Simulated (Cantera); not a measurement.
**Tantalum, niobium, vanadium and zirconium in process gases: Ta + CH₄ + H₂**

Charge: 1 mol Ta, 0.68 mol CH₄, 4.1 mol H₂, equilibrated at 1198.15 K and 2.85 Torr.

Method: chemical equilibrium by Gibbs-energy minimisation in Cantera with the NASA 1993 tables (ideal gas, pure condensed phases). Candidate condensed phases: C, C₆H₆, C₇H₈, C₈H₁₈, Ta, TaC; 77 gas species. Mutual solubility and eutectic melting of coexisting phases are not modelled. TaC: taken at fixed stoichiometry. Condensed phases not in the tables: Ta₂C, N, O or C dissolved in the metal. Equilibrium is a limit: real reactors are often held back by kinetics, nucleation or transport.

```
Property                                   Result
--------------------------------------  ---------
x(H₂)                                       1.000
x(H)                                      3.09e-6
n(Ta(s))                                0.320 mol
n(TaC(s))                               0.680 mol
gas amount                              5.460 mol
log10 activity of C(graphite) (absent)      -6.13
```
